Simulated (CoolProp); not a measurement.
Vapour-liquid equilibrium of CHF3 (R23) (1) + R143a (2) at 0.241 bar; x and y are mole fractions of (1).

Computed with CoolProp (multi-fluid Helmholtz-energy mixture model, Penoncello 2003 and Lemmon and Jacobsen 2000; pair parameters Bell 2016).

| x | bubble temperature (K) | y at the bubble point | dew temperature at overall composition x (K) | liquid density (mol/L) |
|---|---|---|---|---|
| 0.05 | 196.3 | 0.234 | 199.0 | 15.03 |
| 0.2 | 187.7 | 0.647 | 196.8 | … |
| 0.35 | … | 0.824 | … | 16.97 |
| 0.5 | 177.2 | 0.905 | 191.3 | 17.97 |
| 0.65 | 174.2 | 0.948 | 187.6 | 19.01 |
| 0.8 | 172.0 | 0.974 | 182.5 | … |
| 0.95 | … | 0.994 | 174.0 | 21.35 |

Q: What belongs in the gaps?

A: 
- 0.2, liquid density (mol/L): 16.00
- 0.35, bubble temperature (K): 181.5
- 0.35, dew temperature at overall composition x (K): 194.3
- 0.8, liquid density (mol/L): 20.12
- 0.95, bubble temperature (K): 170.1

No azeotrope shows between x = 0.05 and 0.95.

The pair parameters rest on a limited set of measurements; away from them the model extrapolates. The gap from Raoult's law changes sign with composition, which may be real or a fault of the pair parameters; it wasn't checked against measurements.
